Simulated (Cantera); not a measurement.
A closed system holds: 1 mol SiCl₄, 4.2 mol H₂, equilibrated at 375 °C and 23.0 bar.

Method: chemical equilibrium by Gibbs-energy minimisation in Cantera with the NASA 1993 tables (ideal gas, pure condensed phases). Candidate condensed phases: Si; 19 gas species. Equilibrium is a limit: real reactors are often held back by kinetics, nucleation or transport.

Base state: H₂ 0.804, SiCl₄ 0.189, HCl 0.00345, SiHCl₃ 0.00344 (mole fractions); condensed: gas only.

What changes in the equilibrium state with this change: temperature from 375 °C to 277 °C?


```tsv
species	before	after
H₂	0.804	0.807
SiCl₄	0.189	0.191
HCl	0.00345	0.00108
SiHCl₃	0.00344	0.00108
```

What changes in the equilibrium state with this change: temperature from 375 °C to 602 °C?


```
species   before     after
-------  -------  --------
H₂         0.804     0.790
SiCl₄      0.189     0.175
HCl      0.00345    0.0176
SiHCl₃   0.00344    0.0172
SiCl₃    1.25e-8   1.12e-5
SiH₂Cl₂  3.61e-6  0.000155
```
The tables' values for SiCl₃ are old estimates; treat these amounts as uncertain.
